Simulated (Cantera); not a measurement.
An adiabatic, constant-pressure homogeneous reactor starts with CH₄ : O₂ : N₂ = 1 : 1.82 : 6.84 (molar parts), equivalence ratio 1.1, at 975 K and 5.00 bar. Integrator tolerance rtol = 1e-08.

Model: GRI-Mech 3.0 (53 species, 325 reactions), integrated in Cantera. Below about 1000 K GRI-Mech 3.0 lacks low-temperature oxidation paths.

| quantity | before | after |
|---|---|---|
| time of steepest temperature rise | 0.291 s | 0.406 s |
| temperature at 6.00 s | 2621 K | 2265 K |
| equilibrium temperature | 2621 K | 2265 K |
| x(CH₄) at 6.00 s | <1e-12 (gas-phase equilibrium <1e-12) | 1.67e-11 (gas-phase equilibrium 1.89e-11) |
| x(O₂) at 6.00 s | 0.00339 (gas-phase equilibrium 0.00339) | 4.39e-6 (gas-phase equilibrium 4.39e-6) |
| x(OH) at 6.00 s | 0.00668 (gas-phase equilibrium 0.00668) | 0.000355 (gas-phase equilibrium 0.000355) |
| x(CH₃) at 6.00 s | <1e-12 (gas-phase equilibrium <1e-12) | 4.91e-12 (gas-phase equilibrium 5.53e-12) |
| x(CO₂) at 6.00 s | 0.0660 (gas-phase equilibrium 0.0660) | 0.0339 (gas-phase equilibrium 0.0339) |

**Question.** Name the change that produced these shifts.
A) initial temperature 975 to 950 K
B) pressure from 5.00 bar to 1.80 bar
C) N2 6.84 to 15 parts
D) O2 1.82 to 1.4 parts

**Answer.** D, O2 1.82 to 1.4 parts
